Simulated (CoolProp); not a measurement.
A simple Rankine cycle with tetrahydrofuran: condensing at 296.15 K, boiler at 4.19 MPa, turbine inlet 525 K, turbine efficiency 0.8, pump efficiency 0.7, no recuperator. Each further row changes one setting.

The numbers come from the reference Helmholtz-energy equation of state, Fiedler 2023 in CoolProp.

| case | thermal efficiency (%) | net work (kJ/kg) | heat in (kJ/kg) | turbine exit temperature (K) | volume ratio over the turbine |
|---|---|---|---|---|---|
| as stated | 25.1 | 172 | 688 | 354.3 | 266 |
| turbine inlet 545 K | ___ | 191 | ___ | 385.4 | ___ |
| condensing temperature 288.15 K | 26.1 | 183 | 702 | 345.9 | 375 |
| boiler pressure 2.93 MPa | ___ | 181 | 737 | 384.0 | 146 |
| turbine efficiency 0.7 | 21.8 | 150 | 688 | 371.1 | 278 |

Q: Complete the blanks.

A: 
- turbine inlet 545 K, thermal efficiency (%): 25.5
- turbine inlet 545 K, heat in (kJ/kg): 748
- turbine inlet 545 K, volume ratio over the turbine: 231
- boiler pressure 2.93 MPa, thermal efficiency (%): 24.5
